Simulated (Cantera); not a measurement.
Input (Python, Cantera) and output of one run.

```python
import numpy as np
import cantera as ct

gas_names = """
    CL CLO CL2 Fe FeCL FeCL2 FeCL3 FeO Fe(OH)2 Fe2CL4 Fe2CL6 H HCL HOCL HO2 H2 H2O H2O2 O OH O2 O3
""".split()
cond_names = """
    Fe(a) Fe(c) Fe(d) Fe(L) FeCL2(s) FeCL2(L) FeCL3(s) FeCL3(L) FeO(s) FeO(L) Fe(OH)2(s) Fe(OH)3(s)
    Fe2O3(s) Fe3O4(s) H2O(s) H2O(L)
""".split()


# ... load() reads the species with a 1 bar reference pressure and builds the phases ...
atoms = {
    'Fe2O3': {'Fe': 2, 'O': 3},
    'Cl2': {'CL': 2},
    'H2': {'H': 2},
}
top_T = {'Fe2O3(s)': 1830, 'Fe3O4(s)': 1870}  # K; cautious upper limits of use, not melting points


# ... equilibrate(T, P, feed) seeds the gas with the atoms and calls Mixture.equilibrate('TP', solver="vcs", rtol=1e-11, max_steps=5000) ...
results = []
feed = {'Fe2O3': 1, 'Cl2': 0.64, 'H2': 0.54}  # mol
P = 85000  # Pa
for T in [773, 923, 1073, 1223, 1373, 1523, 1673]:
    mix = equilibrate(T, P, feed)
    results.append((T, P, feed, dict(zip(mix.species_names, mix.species_moles))))
    x = sorted(zip(gas.X, gas.species_names), reverse=True)
    print(f"T = {T:g} K  P = {P:g} Pa  gas = {mix.phase_moles(0):.4g} mol")
    print("   x: " + "  ".join(f"{s} {v:.3e}" for v, s in x if v > 0.0001))
    print("   condensed (mol): " + ("  ".join(f"{mix.phase(i).name} {mix.phase_moles(i):.4g}"
          for i in range(1, mix.n_phases) if mix.phase_moles(i) > 1e-12) or "none"))
```

Result:

```
T = 773 K  P = 85000 Pa  gas = 1.155 mol
   x: HCL 8.594e-01  CL2 8.661e-02  H2O 3.803e-02  Fe2CL6 9.406e-03  FeCL3 6.546e-03
   condensed (mol): Fe2O3(s) 0.9854
T = 923 K  P = 85000 Pa  gas = 1.159 mol
   x: HCL 8.426e-01  CL2 8.614e-02  H2O 4.468e-02  FeCL3 2.290e-02  Fe2CL6 3.452e-03
   condensed (mol): Fe2O3(s) 0.9827
T = 1073 K  P = 85000 Pa  gas = 1.158 mol
   x: HCL 8.148e-01  CL2 8.383e-02  H2O 5.898e-02  FeCL3 3.842e-02  O2 1.499e-03  FeCL2 1.265e-03  Fe2CL6 8.136e-04  CL 3.377e-04
   condensed (mol): Fe2O3(s) 0.9761
T = 1223 K  P = 85000 Pa  gas = 1.161 mol
   x: HCL 7.847e-01  H2O 7.266e-02  CL2 7.043e-02  FeCL3 5.212e-02  O2 9.548e-03  FeCL2 8.529e-03  CL 1.722e-03  Fe2CL6 2.384e-04
   condensed (mol): Fe2O3(s) 0.9645
T = 1373 K  P = 85000 Pa  gas = 1.182 mol
   x: HCL 7.395e-01  H2O 8.726e-02  FeCL3 5.670e-02  CL2 4.632e-02  FeCL2 3.737e-02  O2 2.719e-02  CL 5.367e-03  Fe2CL4 1.320e-04
   condensed (mol): Fe2O3(s) 0.9442
T = 1523 K  P = 85000 Pa  gas = 1.224 mol
   x: HCL 6.600e-01  H2O 1.113e-01  FeCL2 1.000e-01  O2 5.124e-02  FeCL3 4.197e-02  CL2 2.369e-02  CL 1.136e-02  Fe2CL4 2.833e-04
   condensed (mol): Fe2O3(s) 0.9127
T = 1673 K  P = 85000 Pa  gas = 1.409 mol
   x: HCL 5.130e-01  O2 1.623e-01  FeCL2 1.398e-01  H2O 1.265e-01  CL 2.183e-02  FeCL3 2.114e-02  CL2 1.465e-02  OH 3.315e-04  Fe2CL4 2.071e-04  CLO 1.634e-04
   condensed (mol): Fe3O4(s) 0.5909
```

Equilibrium computed with Cantera from the NASA thermochemical tables; the gas is ideal and each condensed phase is pure. Condensed phases not in the tables: FeOCl.
